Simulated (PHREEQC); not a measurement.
Make-up at 49 °C: 88 mmol/kgw H3PO4, 35 mmol/kgw HNO3 and 0.5 mmol/kgw H4SiO4. Closed to the air; pH follows from the charge balance.

Computed with PHREEQC (ion-association model, phreeqc.dat).

Each row changes one thing in this solution. Precipitation was switched off in this run.

```json
[
 {"case": "as made", "pH": "1.40", "ionic strength (mol/kgw)": "0.0471", "H3PO4 (mol/kgw)": "0.0759", "H2PO4- (mol/kgw)": "0.0121", "HPO4-2 (mol/kgw)": "3.84e-8"},
 {"case": "H3PO4 from 0.088 to 0.0088 mol/kgw", "pH": "1.50", "ionic strength (mol/kgw)": "0.0365", "H3PO4 (mol/kgw)": "0.00734", "H2PO4- (mol/kgw)": "0.00146", "HPO4-2 (mol/kgw)": "5.60e-9"},
 {"case": "HNO3 from 0.035 to 0.07 mol/kgw", "pH": "1.19", "ionic strength (mol/kgw)": "0.0782", "H3PO4 (mol/kgw)": "0.0798", "H2PO4- (mol/kgw)": "0.00821", "HPO4-2 (mol/kgw)": "1.81e-8"},
 {"case": "H4SiO4 left out", "pH": "1.40", "ionic strength (mol/kgw)": "0.0471", "H3PO4 (mol/kgw)": "0.0759", "H2PO4- (mol/kgw)": "0.0121", "HPO4-2 (mol/kgw)": "3.84e-8"},
 {"case": "HNO3 left out", "pH": "1.73", "ionic strength (mol/kgw)": "0.0214", "H3PO4 (mol/kgw)": "0.0667", "H2PO4- (mol/kgw)": "0.0214", "HPO4-2 (mol/kgw)": "1.23e-7"},
 {"case": "diluted 5-fold with water", "pH": "1.93", "ionic strength (mol/kgw)": "0.0129", "H3PO4 (mol/kgw)": "0.0117", "H2PO4- (mol/kgw)": "0.00590", "HPO4-2 (mol/kgw)": "5.09e-8"}
]
```

Some of these states are supersaturated (in Quartz (slow to form), for instance). At this temperature some constants are extrapolated from 25 °C, and those without enthalpy data are left unchanged.
